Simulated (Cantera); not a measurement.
A closed system holds: 1 mol Si, 0.043 mol H₂O, 3.9 mol N₂, held at 66.0 Pa.

Cantera equilibrium calculation (NASA polynomials, part measured and part estimated; ideal gas, pure solids and liquids). Candidate condensed phases: H₂O, Si, SiO₂, Si₂N₂O, Si₃N₄; 35 gas species. The tables' values for SiN are old estimates; treat these amounts as uncertain. The numbers say what is thermodynamically allowed, not how fast it happens. All values below are at 1450 °C.

Base state: N₂ 0.977, SiO 0.0108, H₂ 0.0104, Si 0.00149, H 0.000724, Si₂N 3.73e-5, SiN 2.12e-5 (mole fractions); condensed: Si(l).

What changes in the equilibrium state with this change: H₂O from 0.043 to 0.17 mol?


| species | before | after |
|---|---|---|
| N₂ | 0.977 | 0.918 |
| SiO | 0.0108 | 0.0400 |
| H₂ | 0.0104 | 0.0393 |
| SiH | 5.61e-6 | 1.09e-5 |
| H | 0.000724 | 0.00141 |
| Si₂N | 3.73e-5 | 3.62e-5 |
| SiN | 2.12e-5 | 2.06e-5 |
| Si(l), mol | 0.951 | 0.823 |
